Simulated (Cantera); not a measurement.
**Stirred combustor or abatement burner**

A perfectly stirred reactor is fed with 3.99 % CH₄, 0.479 % C₂H₆, 0.598 % C₃H₈, 25.9 % O₂, 69.0 % N₂, at 10.0 bar; it is adiabatic with a 800 K inlet, and is followed from long to short residence time, starting on the burning branch (τ in s: 0.044, 0.015, 0.0048, 0.0016, 0.00053, 0.00018, 5.8e-05, 1.9e-05, 6.4e-06).

Cantera simulation using GRI-Mech 3.0 (53 species, 325 reactions); the numbers are that mechanism's predictions, not measurements. GRI-Mech 3.0 was tuned for natural gas; its chemistry of propane as a main component is partial and can be far from experiment.

| τ (s) | T (K) | x CH₄ | x C₂H₆ | x C₃H₈ | x H₂O₂ | x HO₂ | x HCN | x C₂H₄ |
|---|---|---|---|---|---|---|---|---|
| 0.044 | 2128 | 7.99e-7 | 1.65e-8 | 2.16e-8 | 3.69e-7 | 6.24e-6 | 3.19e-8 | 1.50e-7 |
| 0.015 | 2129 | 2.27e-6 | 4.74e-8 | 6.21e-8 | 3.76e-7 | 6.42e-6 | 3.59e-8 | 4.26e-7 |
| 0.0048 | 2127 | 6.61e-6 | 1.42e-7 | 1.87e-7 | 3.92e-7 | 6.87e-6 | 3.81e-8 | 1.25e-6 |
| 0.0016 | 2123 | 1.71e-5 | 3.93e-7 | 5.16e-7 | 4.33e-7 | 8.06e-6 | 4.06e-8 | 3.30e-6 |
| 0.00053 | 2111 | 4.04e-5 | 1.02e-6 | 1.33e-6 | 5.33e-7 | 1.13e-5 | 4.58e-8 | 7.81e-6 |
| 0.00018 | 2088 | 8.90e-5 | 2.45e-6 | 3.18e-6 | 7.30e-7 | 1.93e-5 | 5.55e-8 | 1.65e-5 |
| 5.8e-5 | 2041 | 0.000214 | 6.33e-6 | 7.96e-6 | 1.10e-6 | 4.01e-5 | 7.45e-8 | 3.51e-5 |
| 1.9e-5 | 1936 | 0.000688 | 2.13e-5 | 2.55e-5 | 1.90e-6 | 0.000104 | 1.12e-7 | 9.64e-5 |
| 6.4e-6 | 800 | 0.0399 | 0.00479 | 0.00598 | <1e-12 | <1e-12 | <1e-12 | <1e-12 |
x: mole fraction; the columns are a selection and need not sum to one.
